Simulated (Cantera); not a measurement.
Cantera run:

```python
import numpy as np
import cantera as ct

gas_names = """
    C CN CO CO2 C2 CCN CNC C2N2 C2O C3 C3O2 C4 C4N2 C5 N NCO NO NO2 NO3 N2 N2O O O2 O3 Si SiC SiC2 SiN
    SiO SiO2 Si2 Si2C Si2N Si3
""".split()
cond_names = """
    C(gr) Si(cr) Si(L) SiC(b) SiO2(Lqz) SiO2(hqz) SiO2(L) Si2N2O(s) Si3N4(a)
""".split()


def load(file, names, dense=False):
    # The tables refer to 1 bar. Condensed volumes are neglected.
    table = {s.name: s for s in ct.Species.list_from_file(file)}
    out = []
    for n in names:
        d = dict(table[n].input_data)
        d["thermo"] = dict(d["thermo"], **{"reference-pressure": 1e5})
        if dense:
            d["equation-of-state"] = {"model": "constant-volume", "density": "1e6 g/cm^3"}
        out.append(ct.Species.from_dict(d))
    return out


gas = ct.Solution(thermo="ideal-gas", species=load("nasa_gas.yaml", gas_names))
cond = {s.name: ct.Solution(thermo="fixed-stoichiometry", species=[s], name=s.name)
        for s in load("nasa_condensed.yaml", cond_names, dense=True)}
atoms = {
    'Si3N4': {'Si': 3, 'N': 4},
    'CO2': {'C': 1, 'O': 2},
    'N2': {'N': 2},
}
top_T = {'C(gr)': 4500, 'SiC(b)': 3050, 'Si2N2O(s)': 2100, 'Si3N4(a)': 2400}  # K; cautious upper limits of use, not melting points


def equilibrate(T, P, feed):
    n = {}
    for name, mol in feed.items():
        for a, k in atoms[name].items():
            n[a] = n.get(a, 0.0) + k * mol
    gas.TPX = T, P, n
    mass = sum(n.values()) * gas.mean_molecular_weight
    gas.equilibrate("TP")
    valid = [c for c in cond.values() if c.min_temp <= T <= top_T.get(c.name, c.max_temp)]
    mix = ct.Mixture([(gas, mass / gas.mean_molecular_weight)] + [(c, 0.0) for c in valid])
    mix.T, mix.P = T, P
    mix.equilibrate("TP", solver="vcs", rtol=1e-11, max_steps=5000)
    return mix


results = []
feed = {'Si3N4': 1, 'CO2': 0.21, 'N2': 120}  # mol
P = 1333.22  # Pa
for T in [1225, 1300, 1375, 1450, 1525, 1600, 1675, 1750, 1825, 1900, 1975, 2050]:
    mix = equilibrate(T, P, feed)
    results.append((T, P, feed, dict(zip(mix.species_names, mix.species_moles))))

top = {s: max(r[3][s] / sum(r[3][g] for g in gas_names) for r in results) for s in gas_names}
cols = sorted((s for s in top if top[s] > 0.001), key=lambda s: -top[s])[:7]
seen = [c for c in cond_names if any(r[3].get(c, 0) > 1e-12 for r in results)]
print("log10 of partial pressures in bar; condensed amounts in mol")
print(f"{'T/K':>10s}" + "".join(f"{s[:9]:>10s}" for s in cols + seen))
for T, P, feed, n in results:
    ng = sum(n[g] for g in gas_names)
    print(f"{T:10.4g}" + "".join(f"{np.log10(max(n[s] / ng * P / 1e5, 1e-99)):10.3f}" for s in cols)
          + "".join(f"{n.get(c, 0):10.4g}" for c in seen))
```

It prints:

```
log10 of partial pressures in bar; condensed amounts in mol
       T/K        N2        Si       SiO        CO     C(gr)     Si(L)    SiC(b) Si2N2O(s)  Si3N4(a)
      1225    -1.875   -15.021   -11.415    -7.240    0.2095         0         0    0.4195    0.7203
      1300    -1.875   -13.315    -9.983    -6.431    0.2067         0         0    0.4167    0.7222
      1375    -1.875   -11.798    -8.711    -5.712    0.1925         0         0    0.4025    0.7317
      1450    -1.875   -10.439    -7.573    -5.366         0         0    0.1712    0.3809    0.6889
      1525    -1.875    -9.217    -6.549    -5.093         0         0    0.1371    0.3446    0.7237
      1600    -1.876    -8.110    -5.624    -4.845         0         0   0.08116    0.2697     0.786
      1675    -1.876    -7.104    -4.784    -4.634         0         0         0   0.06138    0.9093
      1750    -1.877    -6.186    -4.480    -4.877         0         0   0.08972         0    0.8679
      1825    -1.877    -5.345    -4.385    -5.294         0         0    0.1634         0     0.804
      1900    -1.877    -4.899    -4.415    -5.139         0     2.366    0.1411         0         0
      1975    -1.878    -4.490    -4.449    -4.996         0     2.208    0.1097         0         0
      2050    -1.879    -4.112    -4.493    -4.876         0     1.789   0.06268         0         0
```

Cantera equilibrium calculation (NASA polynomials, part measured and part estimated; ideal gas, pure solids and liquids). Mutual solubility and eutectic melting of coexisting phases are not modelled. The tables' values for SiN are old estimates; treat these amounts as uncertain.
